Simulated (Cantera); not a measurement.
**Reactions in the system Ba-Br-H-O**

Standard-state values (1 bar) from the NASA 1993 polynomials, evaluated with Cantera. Values are per mole of reaction as written; species without (g) are pure solids or liquids, kept so even where they would boil at 1 bar.

6 Br2(g) + 3 Ba(OH)2 ⇌ 3 BaBr2 + 2 O3(g) + 6 HBr(g)

```json
[
 {"T (K)": "300", "ΔH° (kJ)": "445.1", "ΔS° (J/K)": "321.5", "ΔG° (kJ)": "348.7", "log10 K": "-60.71", "condensed phases": "Ba(OH)2(s), BaBr2(s)"},
 {"T (K)": "1550", "ΔH° (kJ)": "425.7", "ΔS° (J/K)": "239.1", "ΔG° (kJ)": "55.2", "log10 K": "-1.86", "condensed phases": "Ba(OH)2(l), BaBr2(l)"},
 {"T (K)": "1625", "ΔH° (kJ)": "425.1", "ΔS° (J/K)": "238.7", "ΔG° (kJ)": "37.2", "log10 K": "-1.20", "condensed phases": "Ba(OH)2(l), BaBr2(l)"},
 {"T (K)": "1700", "ΔH° (kJ)": "424.7", "ΔS° (J/K)": "238.5", "ΔG° (kJ)": "19.4", "log10 K": "-0.59", "condensed phases": "Ba(OH)2(l), BaBr2(l)"},
 {"T (K)": "1775", "ΔH° (kJ)": "424.6", "ΔS° (J/K)": "238.4", "ΔG° (kJ)": "1.5", "log10 K": "-0.04", "condensed phases": "Ba(OH)2(l), BaBr2(l)"},
 {"T (K)": "1850", "ΔH° (kJ)": "424.8", "ΔS° (J/K)": "238.5", "ΔG° (kJ)": "-16.4", "log10 K": "0.46", "condensed phases": "Ba(OH)2(l), BaBr2(l)"},
 {"T (K)": "1925", "ΔH° (kJ)": "425.1", "ΔS° (J/K)": "238.7", "ΔG° (kJ)": "-34.3", "log10 K": "0.93", "condensed phases": "Ba(OH)2(l), BaBr2(l)"},
 {"T (K)": "2000", "ΔH° (kJ)": "425.8", "ΔS° (J/K)": "239.0", "ΔG° (kJ)": "-52.2", "log10 K": "1.36", "condensed phases": "Ba(OH)2(l), BaBr2(l)"}
]
```
